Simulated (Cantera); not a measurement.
## Ignition delay

Mixture: 2.74 % CH4, 3.01 % CO, 17.0 % O2, 64.1 % N2, 13.1 % H2O, equivalence ratio 0.41, at 500000 Pa, adiabatic and at constant pressure. Ignition delay is the time to a rise of 400 K.

Cantera simulation using GRI-Mech 3.0 (53 species, 325 reactions); the numbers are that mechanism's predictions, not measurements.

```json
[
 {"T0 (K)": "1300", "delay (ms)": "2.09"},
 {"T0 (K)": "1400", "delay (ms)": "0.676"},
 {"T0 (K)": "1500", "delay (ms)": "0.251"},
 {"T0 (K)": "1600", "delay (ms)": "0.105"},
 {"T0 (K)": "1700", "delay (ms)": "0.0501"},
 {"T0 (K)": "1800", "delay (ms)": "0.0272"},
 {"T0 (K)": "1900", "delay (ms)": "0.0168"}
]
```

The apparent activation energy between 1700 and 1900 K is 150 kJ/mol.
